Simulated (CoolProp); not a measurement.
The fluid at 298.15 K and 0.015 MPa expands adiabatically to 0.00276 MPa with isentropic efficiency 0.7. The same conditions are run with several fluids, on thermodynamics alone (safety and materials aside).

Values from CoolProp's reference Helmholtz-energy equation of state of each fluid (R123: Younglove 1994; trans-2-butene: Lemmon 2005; isobutene: Lemmon 2005; isohexane: Lemmon 2006; R236FA: Pan 2012).

```csv
fluid,work (kJ/kg),final temperature (K),final density (kg/m³)
R123,17.8,270.4,0.188
trans-2-butene,48.1,…,0.0702
isobutene,48.1,266.2,0.0700
isohexane,32.2,277.5,…
R236FA,…,275.2,…
```

### Question
Complete the blanks.

### Answer

- trans-2-butene, final temperature (K): 265.8
- isohexane, final density (kg/m³): 0.103
- R236FA, work (kJ/kg): 18.2
- R236FA, final density (kg/m³): 0.184
